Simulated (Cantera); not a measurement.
Mixture: CH4 : CO : O2 : N2 = 1 : 0.18 : 4.98 : 18.7 (molar parts), at 4.93 atm, adiabatic and at constant pressure. Ignition delay is the time to a rise of 400 K.

Detailed kinetics in Cantera: GRI-Mech 3.0 (53 species, 325 reactions).

### Question
Predict: delay at 1075 K; delay at 1275 K; delay at 1475 K; delay at 1675 K; apparent activation energy between 1575 and 1775 K.

### Answer
```json
{
  "delay at 1075 K": "44.7 ms",
  "delay at 1275 K": "2.69 ms",
  "delay at 1475 K": "0.308 ms",
  "delay at 1675 K": "59.2 µs",
  "apparent activation energy between 1575 and 1775 K": "170 kJ/mol"
}
```
